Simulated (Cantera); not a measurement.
A perfectly stirred reactor is fed with CH2O : O2 : N2 = 0.013 : 0.0035 : 1 (molar parts), at 1050 Torr; it is held at 1425 K, and followed from long to short residence time.

Cantera simulation using GRI-Mech 3.0 (53 species, 325 reactions); the numbers are that mechanism's predictions, not measurements.

Problem. Predict: x(CH2O) at τ = 7.00 s; x(O2) at τ = 7.00 s; x(CH4) at τ = 7.00 s; x(CH2O) at τ = 29.0 ms; x(O2) at τ = 29.0 ms; x(HO2) at τ = 29.0 ms; x(CH4) at τ = 29.0 ms.

Solution. 
```
Item                      Value
----------------------  -------
x(CH2O) at τ = 7.00 s   1.33e-7
x(O2) at τ = 7.00 s     1.48e-6
x(CH4) at τ = 7.00 s    8.11e-9
x(CH2O) at τ = 29.0 ms  3.02e-6
x(O2) at τ = 29.0 ms    3.37e-5
x(HO2) at τ = 29.0 ms   1.41e-8
x(CH4) at τ = 29.0 ms   9.43e-8
```
